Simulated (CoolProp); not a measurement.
A closed Brayton cycle with nitrogen: compressor inlet 331.15 K and 4.7 MPa, high pressure 9.91 MPa, turbine inlet 805 K, compressor efficiency 0.8, turbine efficiency 0.93, recuperator effectiveness 0 (on enthalpy, no pinch check). Each further row changes one setting.

Values from CoolProp's reference Helmholtz-energy equation of state, Span 2000.

```tsv
case	thermal efficiency (%)	net work (kJ/kg)	compressor to turbine work	compressor exit (K)	turbine exit (K)
as stated	12.0	50.2	0.68	430.2	668.8
turbine inlet 755 K	?	?	0.72	430.2	626.0
compressor inlet 341.15 K	?	?	?	443.1	668.8
high pressure 8.42 MPa	?	43.8	?	406.7	696.6
recuperator effectiveness 0.5	17.5	50.2	0.68	430.2	668.8
```

### Question
What belongs in the gaps?

### Answer

- turbine inlet 755 K, thermal efficiency (%): 11.3
- turbine inlet 755 K, net work (kJ/kg): 40.5
- compressor inlet 341.15 K, thermal efficiency (%): 11.6
- compressor inlet 341.15 K, net work (kJ/kg): 46.8
- compressor inlet 341.15 K, compressor to turbine work: 0.70
- high pressure 8.42 MPa, thermal efficiency (%): 9.9
- high pressure 8.42 MPa, compressor to turbine work: 0.64
